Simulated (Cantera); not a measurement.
A freely propagating, adiabatic, planar premixed flame of H2 : O2 : N2 = 1 : 0.278 : 1.04 (molar parts), unburnt at 475 K and 0.280 bar; mixture-averaged transport, grid criteria slope 0.08 and curve 0.16, no radiation.

Model: the H2/O2 subset of GRI-Mech 3.0, which has no nitrogen chemistry, integrated in Cantera. Burning velocities carry a grid error of a few per cent, more on coarse grids.

x: mole fraction of selected species; z is measured from the peak of heat release.

| z (mm) | T (K) | u (m/s) | x H2 | x O2 | x OH | x HO2 | x H | x O |
|---|---|---|---|---|---|---|---|---|
| -6.52 | 475 | 5.36 | 0.431 | 0.120 | <1e-8 | <1e-8 | <1e-8 | <1e-8 |
| -4.34 | 475 | 5.36 | 0.431 | 0.120 | <1e-8 | <1e-8 | <1e-8 | <1e-8 |
| -3.26 | 475 | 5.36 | 0.431 | 0.120 | <1e-8 | <1e-8 | <1e-8 | <1e-8 |
| -2.17 | 475 | 5.36 | 0.431 | 0.120 | <1e-8 | 1.05e-7 | 1.11e-8 | <1e-8 |
| -1.09 | 489 | 5.51 | 0.429 | 0.120 | ___ | 0.000127 | 0.000197 | 7.70e-6 |
| -0.543 | 708 | 7.82 | 0.397 | 0.114 | ___ | 6.73e-5 | 0.0107 | 0.000235 |
| 0 | 1130 | 12.1 | 0.269 | 0.0684 | ___ | 2.29e-5 | 0.0700 | 0.00433 |
| 0.543 | 1391 | 14.8 | 0.169 | 0.0118 | ___ | 3.82e-6 | 0.111 | 0.00438 |
| 1.09 | 1494 | 15.8 | 0.159 | 0.00291 | ___ | 8.81e-7 | 0.109 | 0.00305 |
| 2.17 | 1605 | 16.8 | 0.166 | 0.00181 | ___ | 4.98e-7 | 0.0950 | 0.00267 |
| 4.34 | 1729 | 18.0 | 0.175 | 0.00140 | 0.00619 | 3.54e-7 | 0.0782 | 0.00219 |
| 8.69 | 1857 | 19.1 | 0.185 | 0.000952 | 0.00626 | 2.33e-7 | 0.0609 | 0.00157 |
| 17.4 | 1976 | 20.2 | 0.193 | 0.000563 | ___ | 1.44e-7 | 0.0447 | 0.000970 |

Some entries are withheld; supply them.


- -1.09, x OH: 5.81e-5
- -0.543, x OH: 0.000512
- 0, x OH: 0.00220
- 0.543, x OH: 0.00418
- 1.09, x OH: 0.00479
- 2.17, x OH: 0.00560
- 17.4, x OH: 0.00569
